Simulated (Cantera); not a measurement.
## Carbothermic reduction: Fe3O4 + CH4 + CO

Feed: 1 mol Fe3O4, 0.34 mol CH4, 0.016 mol CO, at 1452 °C.

These are equilibrium values from Cantera (NASA tables, ideal gas, pure condensed phases), not measurements of a reactor. Candidate condensed phases: C, C6H6, C7H8, C8H18, Fe, Fe(CO)5, FeO, Fe(OH)2, Fe(OH)3, Fe2O3, Fe3O4, H2O; 114 gas species. The tables' stoichiometric FeO is somewhat more stable than real wüstite, so its field is too wide. FeO: taken at fixed stoichiometry. Equilibrium is a limit: real reactors are often held back by kinetics, nucleation or transport.

From 10.0 Pa to 10.0 bar the condensed part is FeO(l). The main Fe-bearing gas is Fe at 10.0 Pa and Fe(OH)2 at 10.0 bar.

| P (Pa) | log p H2O | log p CO | log p H2 | log p CO2 | log p Fe | n FeO(l) |
|---|---|---|---|---|---|---|
| 10 | -4.32 | -4.74 | -4.80 | -4.81 | -5.84 | 2.98 |
| 52 | -3.60 | -4.01 | -4.06 | -4.10 | -5.82 | 3.00 |
| 270 | -2.88 | -3.29 | -3.34 | -3.38 | -5.81 | 3.00 |
| 1400 | -2.17 | -2.57 | -2.62 | -2.67 | -5.81 | 3.00 |
| 7200 | -1.46 | -1.86 | -1.91 | -1.96 | -5.81 | 3.00 |
| 37000 | -0.75 | -1.15 | -1.20 | -1.25 | -5.81 | 3.00 |
| 190000 | -0.04 | -0.44 | -0.49 | -0.54 | -5.81 | 3.00 |
| 1000000 | 0.69 | 0.28 | 0.24 | 0.18 | -5.81 | 3.00 |
log p: log10 of the partial pressure in bar; n: condensed amount in mol.
